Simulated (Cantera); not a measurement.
Feed: 1 mol Ti, 1.5 mol C₃H₈, 460 mol H₂, 0.32 mol CH₄, equilibrated at 1152 °C and 1.00 bar.

Method: chemical equilibrium by Gibbs-energy minimisation in Cantera with the NASA 1993 tables (ideal gas, pure condensed phases). Candidate condensed phases: C, C₆H₆, C₇H₈, C₈H₁₈, Ti, TiC; 77 gas species. TiC: taken at fixed stoichiometry. Rates play no part.

Base state: H₂ 0.996, CH₄ 0.00374 (mole fractions); condensed: C(graphite) + TiC(s).

### Question
What changes in the equilibrium state with this change: temperature from 1152 °C to 1377 °C?

### Answer
```json
[
 {"species": "H₂", "before": "0.996", "after": "0.999"},
 {"species": "CH₄", "before": "0.00374", "after": "0.00133"},
 {"species": "H", "before": "6.81e-6", "after": "9.08e-5"},
 {"species": "C₂H₂ (acetylene)", "before": "3.51e-6", "after": "4.55e-5"},
 {"species": "C(graphite), mol", "before": "2.08", "after": "3.16"},
 {"species": "TiC(s), mol", "before": "1.00", "after": "1.00"}
]
```
